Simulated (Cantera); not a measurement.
A perfectly stirred reactor is fed with CH₄ : CO : O₂ : N₂ : H₂O = 1 : 0.53 : 2.27 : 8.52 : 0.63 (molar parts), equivalence ratio 1.00, at 500000 Pa; it is adiabatic with a 375 K inlet, and is followed from long to short residence time, starting on the burning branch (τ in s: 0.083, 0.044, 0.023, 0.013, 0.0067, 0.0035, 0.0019, 0.001, 0.00054, 0.00029, 0.00015, 8.1e-05).

Detailed kinetics in Cantera: GRI-Mech 3.0 (53 species, 325 reactions).

x: mole fraction; the columns are a selection and need not sum to one.

| τ (s) | T (K) | x CH₄ | x CO | x O₂ | x H | x C₂H | x CH₂CO | x NO |
|---|---|---|---|---|---|---|---|---|
| 0.083 | 2244 | 1.80e-6 | 0.00729 | 0.00418 | 0.000178 | 1.14e-12 | 1.10e-9 | 0.000998 |
| 0.044 | 2241 | 3.18e-6 | 0.00761 | 0.00448 | 0.000195 | 3.47e-12 | 2.12e-9 | 0.000781 |
| 0.023 | 2236 | 5.53e-6 | 0.00816 | 0.00491 | 0.000223 | 1.01e-11 | 4.22e-9 | 0.000592 |
| 0.013 | 2228 | 8.78e-6 | 0.00888 | 0.00542 | 0.000264 | 2.43e-11 | 7.78e-9 | 0.000465 |
| 0.0067 | 2216 | 1.46e-5 | 0.0101 | 0.00621 | 0.000338 | 6.10e-11 | 1.58e-8 | 0.000360 |
| 0.0035 | 2200 | 2.35e-5 | 0.0116 | 0.00723 | 0.000450 | 1.37e-10 | 3.09e-8 | 0.000289 |
| 0.0019 | 2181 | 3.62e-5 | 0.0135 | 0.00843 | 0.000607 | 2.75e-10 | 5.67e-8 | 0.000240 |
| 0.0010 | 2155 | 5.72e-5 | 0.0158 | 0.00998 | 0.000846 | 5.37e-10 | 1.04e-7 | 0.000200 |
| 0.00054 | 2124 | 8.95e-5 | 0.0185 | 0.0118 | 0.00117 | 9.82e-10 | 1.83e-7 | 0.000166 |
| 0.00029 | 2087 | 0.000143 | 0.0218 | 0.0140 | 0.00160 | (withheld) | 3.22e-7 | 0.000135 |
| 0.00015 | 2040 | 0.000247 | 0.0261 | 0.0170 | 0.00217 | (withheld) | 6.08e-7 | 0.000103 |
| 8.1e-5 | 1984 | 0.000441 | 0.0314 | 0.0208 | 0.00273 | (withheld) | 1.23e-6 | 7.43e-5 |

Problem. Some entries are withheld; supply them.

Solution. 
- 0.00029, x C₂H: 1.77e-9
- 0.00015, x C₂H: 3.30e-9
- 8.1e-5, x C₂H: 6.15e-9
